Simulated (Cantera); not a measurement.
Charge: 1 mol Si3N4, 0.17 mol CO2, 53 mol H2, a varied amount of H2O, at 2100 K and 13.3 mbar.

Method: chemical equilibrium by Gibbs-energy minimisation in Cantera with the NASA 1993 tables (ideal gas, pure condensed phases). Candidate condensed phases: C, C6H6, C7H8, C8H18, H2O, Si, SiC, SiO2, Si2N2O, Si3N4; 151 gas species. Mutual solubility and eutectic melting of coexisting phases are not modelled. Gases not in the tables: Si2H6 and higher silanes. Rates play no part.

Question: What share of the Si ends up in condensed phases as a function of n(H2O) (mol), at 0.0029, 0.007, 0.017, 0.041, 0.1, 0.24, 0.58, 1.4, 3.4?

Answer: 
```
n(H2O) (mol)  Si condensed (%)              as
------------  ----------------  --------------
0.0029                    69.6  Si(l) + SiC(s)
0.007                     69.5  Si(l) + SiC(s)
0.017                     69.3  Si(l) + SiC(s)
0.041                     68.7           Si(l)
0.1                       67.1           Si(l)
0.24                      63.0           Si(l)
0.58                      52.1           Si(l)
1.4                       24.7           Si(l)
3.4                        0.0               -
```
